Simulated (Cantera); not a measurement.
Pyrogenic steam for wet oxidation

An isothermal, constant-pressure homogeneous reactor starts with 34.1 % H2, 22.7 % O2, 43.2 % N2, equivalence ratio 0.75, at 1075 K and 0.158 atm.

Cantera simulation using GRI-Mech 3.0 (53 species, 325 reactions); the numbers are that mechanism's predictions, not measurements. The temperature is held fixed by assumption; the heat of reaction is taken as removed at once.

| t (s) | x H2 | x O2 | x NO | x H2O2 | x O | x HO2 | x NO2 |
|---|---|---|---|---|---|---|---|
| 0.000300 | 0.337 | 0.226 | 4.87e-11 | 1.48e-7 | 0.000278 | 2.20e-5 | <1e-12 |
| 0.00105 | 0.00850 | 0.0721 | 3.26e-6 | 4.90e-6 | 0.00138 | 3.01e-5 | 8.43e-10 |
| 0.00365 | 0.000746 | 0.0687 | 3.27e-6 | 2.46e-6 | 6.39e-5 | 1.33e-5 | 2.28e-8 |
| 0.0127 | 7.65e-5 | 0.0685 | 3.21e-6 | 6.57e-7 | 5.58e-6 | 2.47e-6 | 9.04e-8 |
| 0.0444 | 5.27e-6 | 0.0685 | 3.19e-6 | 1.44e-7 | 6.69e-7 | 2.54e-7 | 1.09e-7 |
| 0.155 | 3.99e-7 | 0.0685 | 3.24e-6 | 3.31e-8 | 1.20e-7 | 3.47e-8 | 6.12e-8 |
| 0.540 | 7.05e-8 | 0.0685 | 3.27e-6 | 8.68e-9 | 2.83e-8 | 7.96e-9 | 2.69e-8 |
| 1.88 | 1.77e-8 | 0.0685 | 3.29e-6 | 2.47e-9 | 7.64e-9 | 2.50e-9 | 1.42e-8 |
| 6.58 | 5.45e-9 | 0.0685 | 3.29e-6 | 7.62e-10 | 2.28e-9 | 1.45e-9 | 1.38e-8 |
| 22.9 | 2.95e-9 | 0.0685 | 3.28e-6 | 3.40e-10 | 9.95e-10 | 1.52e-9 | 2.20e-8 |
| 80.0 | 2.77e-9 | 0.0685 | 3.27e-6 | 2.97e-10 | 8.67e-10 | 1.57e-9 | 2.46e-8 |
x: mole fraction; the columns are a selection and need not sum to one.

Equilibrium at this temperature and pressure: H2 2.77e-9, O2 0.0685, NO 3.14e-5, H2O2 2.96e-10, O 8.64e-10, HO2 1.57e-9, NO2 2.37e-7 (gas phase only).
